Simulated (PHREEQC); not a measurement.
Consider water at 20 °C with 7.2 mmol/kgw KBr. Closed to the air; pH follows from the charge balance.

Equilibrium calculation in PHREEQC: ion-association model, phreeqc.dat.

Each row changes one thing in this solution. No solid was allowed to form.

| case | pH | ionic strength (mol/kgw) |
|---|---|---|
| as made | 7.08 | 0.00720 |
| 0.0019 mol/kgw H3PO4 added | … | 0.00880 |
| KBr replaced by MgBr2 at the same molality | 6.89 | 0.0216 |
| temperature from 20 to 10 °C | 7.26 | 0.00720 |
| KBr from 0.0072 to 0.072 mol/kgw | 7.07 | 0.0720 |
| diluted 5-fold with water | 7.08 | … |
| KBr from 0.0072 to 0.00792 mol/kgw | 7.08 | 0.00792 |
| KBr replaced by ZnBr2 at the same molality | … | 0.0216 |

**Question.** What belongs in the gaps?

**Answer.** 
- 0.0019 mol/kgw H3PO4 added, pH: 2.83
- diluted 5-fold with water, ionic strength (mol/kgw): 0.00144
- KBr replaced by ZnBr2 at the same molality, pH: 5.75

Constants without temperature data keep their 25 °C values here.
